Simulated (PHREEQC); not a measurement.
Synthetic water in mmol/kgw, 20 °C, pH 5.5, pe 10.1: Na 0.176; K 0.0105; Ca 0.138; Mg 0.00102; Cl 0.0696; S(6) 0.0263; Alkalinity (meq/kgw) 0.337; F 0.00229; Pb 0.00958.

Valence states are taken as typed.

Computed with PHREEQC (ion-association model, wateq4f.dat).

This is a speciation only: nothing precipitates in the calculation.

**Question.** Predict the charge-balance error.

**Answer.** charge-balance error 2.4 %.

**Question.** In which forms is S present?

**Answer.** SO4-2 98 %, CaSO4 2.0 % of the S.

Species that the database lacks are ignored.
